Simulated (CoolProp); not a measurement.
Saturation properties of fluorine (Tc = 144.4 K, pc = 5.240 MPa, ω = 0.045).

Computed with CoolProp (reference Helmholtz-energy equation of state, de Reuck 1990).

| T (K) | p (MPa) | vapour density (kg/m³) | liquid cp (kJ/(kg K)) | surface tension (mN/m) |
|---|---|---|---|---|
| 98.8 | 0.3875 | 19.60 | 1.577 | 9.77 |
| 102.1 | 0.5048 | 25.15 | (withheld) | (withheld) |
| 105.4 | 0.6463 | 31.83 | 1.629 | 8.08 |
| 108.6 | (withheld) | 39.54 | 1.662 | 7.28 |
| 111.9 | 1.006 | 48.96 | 1.704 | 6.47 |
| 115.2 | 1.236 | 60.12 | 1.755 | 5.68 |
| 118.4 | 1.493 | 72.92 | 1.819 | 4.93 |
| 121.7 | 1.795 | 88.57 | (withheld) | (withheld) |
| 125 | 2.139 | 107.3 | 2.021 | 3.45 |
| 128.2 | 2.516 | 129.3 | 2.182 | 2.77 |

Question: What belongs in the gaps?

Answer: 
- 102.1, liquid cp (kJ/(kg K)): 1.601
- 102.1, surface tension (mN/m): 8.92
- 108.6, p (MPa): 0.8092
- 121.7, liquid cp (kJ/(kg K)): 1.904
- 121.7, surface tension (mN/m): 4.18

It boils at 85.0 K under 1 atm.

Surface tension comes from a separate correlation (Mulero 2012).
